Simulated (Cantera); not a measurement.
An isothermal, constant-pressure homogeneous reactor starts with C2H6 : H2 = 1 : 3.7 (molar parts), at 1173 K and 1.01 bar. Integrator tolerance rtol = 1e-08.

Detailed kinetics in Cantera: GRI-Mech 3.0 (53 species, 325 reactions). GRI-Mech 3.0 stops at C3 and has no aromatics, soot or wall deposition, so with more carbon than oxygen in the feed, carbon stays in small species such as C2H2 where larger ones or solid carbon would form.

```
quantity                                             before                                     after
-----------------  ----------------------------------------  ----------------------------------------
x(C2H6) at 2.00 s   0.0118 (gas-phase equilibrium 0.000199)  0.00219 (gas-phase equilibrium 0.000160)
x(H2) at 2.00 s         0.712 (gas-phase equilibrium 0.577)       0.792 (gas-phase equilibrium 0.600)
x(C2H4) at 2.00 s    0.0802 (gas-phase equilibrium 0.00161)     0.104 (gas-phase equilibrium 0.00946)
x(C2H2) at 2.00 s  0.00635 (gas-phase equilibrium 0.000149)    0.0361 (gas-phase equilibrium 0.00638)
x(CH4) at 2.00 s        0.189 (gas-phase equilibrium 0.421)      0.0660 (gas-phase equilibrium 0.384)
x(CH2) at 2.00 s    3.44e-12 (gas-phase equilibrium <1e-12)   1.16e-11 (gas-phase equilibrium <1e-12)
x(C2H) at 2.00 s    1.22e-12 (gas-phase equilibrium <1e-12)   2.13e-11 (gas-phase equilibrium <1e-12)
```

**Question.** Which change was made?
(A) pressure from 1.01 bar to 100.0 Torr
(B) temperature 1173 to 1950 K
(C) C2H6 1 to 0.16 parts
(D) H2 3.7 to 7.7 parts

**Answer.** A, pressure from 1.01 bar to 100.0 Torr
